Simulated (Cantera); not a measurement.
An isothermal, constant-pressure homogeneous reactor starts with CH4 : N2 = 1 : 7.8 (molar parts), at 1350 K and 120000 Pa. Integrator tolerance rtol = 1e-08.

Model: GRI-Mech 3.0 (53 species, 325 reactions), integrated in Cantera. GRI-Mech 3.0 stops at C3 and has no aromatics, soot or wall deposition, so with more carbon than oxygen in the feed, carbon stays in small species such as C2H2 where larger ones or solid carbon would form.

Task: What does this change do: pressure from 120000 Pa to 1330 Pa?

Result: 
| quantity | before | after |
|---|---|---|
| x(CH4) at 90.0 s | 0.0354 (gas-phase equilibrium 0.0275) | 0.0895 (gas-phase equilibrium 0.000608) |
| x(H) at 90.0 s | 6.81e-7 (gas-phase equilibrium 7.38e-7) | 8.61e-7 (gas-phase equilibrium 8.11e-6) |
| x(CH3) at 90.0 s | 4.75e-6 (gas-phase equilibrium 3.55e-6) | 4.71e-5 (gas-phase equilibrium 6.43e-7) |
| x(HCN) at 90.0 s | 4.76e-10 (gas-phase equilibrium 0.0446) | 2.47e-10 (gas-phase equilibrium 0.0562) |
| x(C2H4) at 90.0 s | 0.00541 (gas-phase equilibrium 0.00279) | 0.000428 (gas-phase equilibrium 6.84e-5) |
Radical loss at walls, strong at low pressure, is not modelled.
